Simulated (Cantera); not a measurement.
Thermodynamics of calcination and drying, feed MgCO3 + H2O + CO2

Charge: 1 mol MgCO3, 0.12 mol H2O, 0.084 mol CO2, at 400 °C and 0.00180 bar.

These are equilibrium values from Cantera (NASA tables, ideal gas, pure condensed phases), not measurements of a reactor. Candidate condensed phases: C, C6H6, C7H8, C8H18, H2O, Mg, MgCO3, MgO, Mg(OH)2; 116 gas species. The numbers say what is thermodynamically allowed, not how fast it happens.

- x(CO2) = 0.900
- x(H2O) = 0.0997
- n(MgO(s)) = 1.00 mol
- gas amount = 1.204 mol
- log10 activity of MgCO3(s) (absent) = -2.76
- log10 activity of C(graphite) (absent) = -20.05
- log10 activity of Mg(s) (absent) = -34.32
